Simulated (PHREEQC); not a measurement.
Solution (40 °C): 0.0031 mol/kgw CaCl2, 0.0052 mol/kgw NaF and 0.15 mol/kgw KCl. Closed to the air; pH follows from the charge balance.

All values are PHREEQC results (ion-association model, phreeqc.dat), not measurements.

This is a speciation only: nothing precipitates in the calculation.

Problem. What pH, density, specific conductance does the model give?

Solution. pH 7.16; density 1.000 g/cm³; specific conductance 25900 µS/cm.

Examples of supersaturated solids here: Fluorite. Others may be too. Away from 25 °C the constants follow the database's enthalpies or fits; those with neither stay at their 25 °C values.
